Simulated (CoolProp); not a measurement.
Vapour-liquid equilibrium of methanol (1) + toluene (2) at 182.85 °C; x and y are mole fractions of (1).

Values from CoolProp's multi-fluid Helmholtz-energy mixture model, de Reuck 1993 and Lemmon 2006; pair parameters Bell 2016.

```json
[
 {"x": "0.05", "bubble pressure (kPa)": "873.5", "y at the bubble point": "0.351", "dew pressure at overall composition x (kPa)": "578.6", "liquid density (mol/L)": "7.765"},
 {"x": "0.125", "bubble pressure (kPa)": "1237", "y at the bubble point": "0.535", "dew pressure at overall composition x (kPa)": "634.4", "liquid density (mol/L)": "8.066"},
 {"x": "0.2", "bubble pressure (kPa)": "1497", "y at the bubble point": "0.616", "dew pressure at overall composition x (kPa)": "699.6", "liquid density (mol/L)": "8.400"},
 {"x": "0.275", "bubble pressure (kPa)": "1690", "y at the bubble point": "0.662", "dew pressure at overall composition x (kPa)": "777.4", "liquid density (mol/L)": "8.775"},
 {"x": "0.35", "bubble pressure (kPa)": "1842", "y at the bubble point": "0.696", "dew pressure at overall composition x (kPa)": "872.6", "liquid density (mol/L)": "9.201"},
 {"x": "0.425", "bubble pressure (kPa)": "1973", "y at the bubble point": "0.724", "dew pressure at overall composition x (kPa)": "992.2", "liquid density (mol/L)": "9.691"},
 {"x": "0.5", "bubble pressure (kPa)": "2094", "y at the bubble point": "0.750", "dew pressure at overall composition x (kPa)": "1147", "liquid density (mol/L)": "10.26"},
 {"x": "0.575", "bubble pressure (kPa)": "2211", "y at the bubble point": "0.778", "dew pressure at overall composition x (kPa)": "1355", "liquid density (mol/L)": "10.93"},
 {"x": "0.65", "bubble pressure (kPa)": "2327", "y at the bubble point": "0.808", "dew pressure at overall composition x (kPa)": "1636", "liquid density (mol/L)": "11.73"},
 {"x": "0.725", "bubble pressure (kPa)": "2446", "y at the bubble point": "0.841", "dew pressure at overall composition x (kPa)": "1979", "liquid density (mol/L)": "12.70"},
 {"x": "0.8", "bubble pressure (kPa)": "2565", "y at the bubble point": "0.879", "dew pressure at overall composition x (kPa)": "2299", "liquid density (mol/L)": "13.86"},
 {"x": "0.875", "bubble pressure (kPa)": "2684", "y at the bubble point": "0.921", "dew pressure at overall composition x (kPa)": "2553", "liquid density (mol/L)": "15.27"},
 {"x": "0.95", "bubble pressure (kPa)": "2802", "y at the bubble point": "0.967", "dew pressure at overall composition x (kPa)": "2759", "liquid density (mol/L)": "17.00"}
]
```

No azeotrope shows between x = 0.05 and 0.95.

The pair parameters rest on a limited set of measurements; away from them the model extrapolates.
